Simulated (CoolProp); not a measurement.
A closed Brayton cycle with carbon dioxide: compressor inlet 331.15 K and 7.9 MPa, high pressure 24.3 MPa, turbine inlet 660 K, compressor efficiency 0.89, turbine efficiency 0.93, recuperator effectiveness 0 (on enthalpy, no pinch check). Each further row changes one setting.

Model: reference Helmholtz-energy equation of state, Span 1996, in CoolProp.

```csv
case,thermal efficiency (%),net work (kJ/kg),compressor to turbine work,compressor exit (K),turbine exit (K)
as stated,16.8,52.2,0.55,430.4,538.8
turbine inlet 610 K,16.4,40.6,(withheld),430.4,(withheld)
compressor inlet 341.15 K,(withheld),46.3,(withheld),445.1,538.8
high pressure 20.7 MPa,(withheld),(withheld),0.52,(withheld),(withheld)
recuperator effectiveness 0.5,21.0,52.2,0.55,430.4,538.8
```

Problem. Fill in the missing entries.

Solution. 
- turbine inlet 610 K, compressor to turbine work: 0.61
- turbine inlet 610 K, turbine exit (K): 493.6
- compressor inlet 341.15 K, thermal efficiency (%): 16.1
- compressor inlet 341.15 K, compressor to turbine work: 0.60
- high pressure 20.7 MPa, thermal efficiency (%): 14.8
- high pressure 20.7 MPa, net work (kJ/kg): 48.3
- high pressure 20.7 MPa, compressor exit (K): 415.7
- high pressure 20.7 MPa, turbine exit (K): 555.7
